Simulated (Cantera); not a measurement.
## Catalytic combustion on Pt

An isothermal plug-flow reactor at 898 K and 100000 Pa (inlet), inlet velocity 3 m/s, active area per volume 2200 1/m; feed 0.362 % H₂, 20.1 % O₂, 79.5 % N₂, equivalence ratio 0.0090.

Detailed kinetics in Cantera: Deutschmann's 1995 Pt surface mechanism with GRI-Mech 3.0 gas chemistry. Catalytic surfaces can have several steady states; this one follows from the mechanism file's or the stated starting coverage. Mass transfer to the wall is taken as infinitely fast.

```
z (m)        x H₂   x O₂    x H₂O  θ free Pt   θ O*     θ OH*
-------  --------  -----  -------  ---------  -----  --------
0.00021   0.00219  0.201  0.00143     0.0876  0.911  0.000936
0.00037   0.00152  0.200  0.00211     0.0848  0.914  0.000988
0.00065  0.000819  0.200  0.00281     0.0821  0.917   0.00104
0.0012   0.000252  0.200  0.00338     0.0800  0.919   0.00107
0.0021    3.77e-5  0.200  0.00359     0.0792  0.920   0.00108
0.0037    1.31e-6  0.200  0.00363     0.0791  0.920   0.00109
0.0065    3.65e-9  0.200  0.00363     0.0791  0.920   0.00109
0.012      <1e-12  0.200  0.00363     0.0791  0.920   0.00109
0.021      <1e-12  0.200  0.00363     0.0791  0.920   0.00109
```
x: gas mole fraction; θ: surface coverage.
